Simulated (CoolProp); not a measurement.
Vapour-liquid equilibrium of benzene (1) + n-dodecane (2) at 0.152 bar; x and y are mole fractions of (1).

The numbers come from the multi-fluid Helmholtz-energy mixture model, Thol 2012 and Lemmon 2004; pair parameters Bell 2016 in CoolProp.

```
x      bubble temperature, mixture model (K)  bubble temperature, Raoult's law (K)  y, mixture model  y, Raoult's law
-----  -------------------------------------  ------------------------------------  ----------------  ---------------
0.05                                   390.3                                 384.2             0.725            0.791
0.125                                  360.0                                 357.4             0.939            0.947
0.2                                    343.0                                 343.5             0.978            0.978
0.275                                  332.4                                 334.4             0.990            0.988
0.35                                   325.2                                 327.8                 …            0.993
0.425                                      …                                 322.7             0.996            0.996
0.5                                    316.1                                 318.6             0.998            0.997
0.575                                      …                                 315.1             0.998            0.998
0.65                                   310.7                                 312.1             0.999            0.999
0.725                                      …                                 309.5             0.999            0.999
0.8                                    306.8                                 307.2             0.999            1.000
0.875                                  305.0                                 305.1             1.000            1.000
0.95                                   303.2                                 303.3             1.000            1.000
```

Q: Complete the blanks.

A: 
- 0.35, y, mixture model: 0.994
- 0.425, bubble temperature, mixture model (K): 320.0
- 0.575, bubble temperature, mixture model (K): 313.2
- 0.725, bubble temperature, mixture model (K): 308.6

The largest gap from Raoult's law is +6.1 K in bubble temperature, at x = 0.05. No azeotrope shows between x = 0.05 and 0.95.

Pair parameters are fitted to limited data, so mixtures are less certain than the pure fluids. The gap from Raoult's law changes sign with composition, which may be real or a fault of the pair parameters; it wasn't checked against measurements.
